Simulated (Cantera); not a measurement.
## Thermal oxidation and active oxidation of silicon: Si + CO2 + H2

Feed: 1 mol Si, 0.021 mol CO2, a varied amount of H2, at 1773.15 K and 0.00133 bar.

Cantera equilibrium calculation (NASA polynomials, part measured and part estimated; ideal gas, pure solids and liquids). Candidate condensed phases: C, C6H6, C7H8, C8H18, H2O, Si, SiC, SiO2; 123 gas species. Mutual solubility and eutectic melting of coexisting phases are not modelled. Gases not in the tables: Si2H6 and higher silanes. Kinetics and transport are ignored.

From 1.5 mol H2 to 9.5 mol H2 the condensed part is Si(l) + SiC(s). The main Si-bearing gas is SiO throughout. The share of Si in condensed phases is highest at 1.5 mol H2 (95.9 %) and lowest at 9.5 mol H2 (94.5 %).

| n(H2) (mol) | x H2 | x SiO | x H | x CO | x Si | x SiH | x SiH2 | n Si(l) | n SiC(s) |
|---|---|---|---|---|---|---|---|---|---|
| 1.5 | 0.964 | 0.0249 | 0.00766 | 0.00219 | 0.00160 | 7.08e-5 | 2.38e-5 | 0.941 | 0.0176 |
| 2 | 0.970 | 0.0188 | 0.00768 | 0.00165 | 0.00160 | 7.11e-5 | 2.40e-5 | 0.940 | 0.0176 |
| 2.6 | 0.975 | 0.0145 | 0.00770 | 0.00128 | 0.00160 | 7.12e-5 | 2.41e-5 | 0.939 | 0.0176 |
| 3.3 | 0.978 | 0.0115 | 0.00772 | 0.00101 | 0.00160 | 7.14e-5 | 2.42e-5 | 0.938 | 0.0176 |
| 4.3 | 0.981 | 0.00884 | 0.00773 | 0.000778 | 0.00160 | 7.15e-5 | 2.42e-5 | 0.936 | 0.0175 |
| 5.6 | 0.983 | 0.00680 | 0.00774 | 0.000599 | 0.00160 | 7.15e-5 | 2.43e-5 | 0.934 | 0.0175 |
| 7.3 | 0.985 | 0.00523 | 0.00774 | 0.000460 | 0.00160 | 7.16e-5 | 2.43e-5 | 0.931 | 0.0175 |
| 9.5 | 0.986 | 0.00402 | 0.00775 | 0.000354 | 0.00160 | 7.17e-5 | 2.44e-5 | 0.927 | 0.0175 |
x: gas mole fraction; n: condensed amount in mol.
